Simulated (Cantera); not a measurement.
Cantera run:

```python
import numpy as np
import cantera as ct

gas_names = """
    CL CL2 H HCL H2 N NH NH2 NH3 N2 N2H2 N2H4 Si SiCL SiCL2 SiCL3 SiCL4 SiH SiHCL3 SiH2 SiH2CL2 SiH3
    SiH3CL SiH4 SiN Si2 Si2N Si3
""".split()
cond_names = """
    NH4CL(a) NH4CL(b) Si(cr) Si(L) Si3N4(a)
""".split()


def load(file, names, dense=False):
    # The tables refer to 1 bar. Condensed volumes are neglected.
    table = {s.name: s for s in ct.Species.list_from_file(file)}
    out = []
    for n in names:
        d = dict(table[n].input_data)
        d["thermo"] = dict(d["thermo"], **{"reference-pressure": 1e5})
        if dense:
            d["equation-of-state"] = {"model": "constant-volume", "density": "1e6 g/cm^3"}
        out.append(ct.Species.from_dict(d))
    return out


gas = ct.Solution(thermo="ideal-gas", species=load("nasa_gas.yaml", gas_names))
cond = {s.name: ct.Solution(thermo="fixed-stoichiometry", species=[s], name=s.name)
        for s in load("nasa_condensed.yaml", cond_names, dense=True)}
atoms = {
    'SiH2Cl2': {'Si': 1, 'H': 2, 'CL': 2},
    'NH3': {'N': 1, 'H': 3},
}
top_T = {'Si3N4(a)': 2400}  # K; cautious upper limits of use, not melting points


def equilibrate(T, P, feed):
    n = {}
    for name, mol in feed.items():
        for a, k in atoms[name].items():
            n[a] = n.get(a, 0.0) + k * mol
    gas.TPX = T, P, n
    mass = sum(n.values()) * gas.mean_molecular_weight
    gas.equilibrate("TP")
    valid = [c for c in cond.values() if c.min_temp <= T <= top_T.get(c.name, c.max_temp)]
    mix = ct.Mixture([(gas, mass / gas.mean_molecular_weight)] + [(c, 0.0) for c in valid])
    mix.T, mix.P = T, P
    mix.equilibrate("TP", solver="vcs", rtol=1e-11, max_steps=5000)
    return mix


results = []
feed = {'SiH2Cl2': 1, 'NH3': 27}  # mol
T = 1973.15  # K
P = 10000  # Pa
mix = equilibrate(T, P, feed)
results.append((T, P, feed, dict(zip(mix.species_names, mix.species_moles))))
x = sorted(zip(gas.X, gas.species_names), reverse=True)
print(f"T = {T:g} K  P = {P:g} Pa  gas = {mix.phase_moles(0):.4g} mol")
print("   x: " + "  ".join(f"{s} {v:.3e}" for v, s in x if v > 1e-05))
print("   condensed (mol): " + ("  ".join(f"{mix.phase(i).name} {mix.phase_moles(i):.4g}"
      for i in range(1, mix.n_phases) if mix.phase_moles(i) > 1e-12) or "none"))
```

It prints:

```
T = 1973.15 K  P = 10000 Pa  gas = 56.13 mol
   x: H2 7.227e-01  N2 2.405e-01  HCL 2.945e-02  H 3.631e-03  SiCL2 2.966e-03  Si 3.161e-04  SiCL 1.173e-04  CL 1.106e-04  SiH2 6.573e-05  SiH 6.145e-05  Si2N 1.834e-05  SiN 1.362e-05
   condensed (mol): Si(L) 0.7983
```

Cantera equilibrium calculation (NASA polynomials, part measured and part estimated; ideal gas, pure solids and liquids). The tables' values for SiCl, SiN are old estimates; treat these amounts as uncertain. Gases not in the tables: Si2H6 and higher silanes.
